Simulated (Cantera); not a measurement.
Feed: 1 mol SiH4, 0.31 mol N2, equilibrated at 1998 K and 0.00280 bar.

These are equilibrium values from Cantera (NASA tables, ideal gas, pure condensed phases), not measurements of a reactor. Candidate condensed phases: Si, Si3N4; 18 gas species. The tables' values for SiN are old estimates; treat these amounts as uncertain. Gases not in the tables: Si2H6 and higher silanes. Equilibrium is a limit: real reactors are often held back by kinetics, nucleation or transport.

Q: What is the equilibrium state?

A: 
```
Quantity       Result
----------  ---------
x(H2)           0.826
x(N2)           0.130
x(H)           0.0276
x(Si)          0.0152
x(SiH)       0.000498
x(Si2)       0.000157
x(Si2N)       9.98e-5
x(SiH2)       8.67e-5
x(SiN)        7.58e-5
n(Si(l))    0.961 mol
gas amount  2.380 mol
```
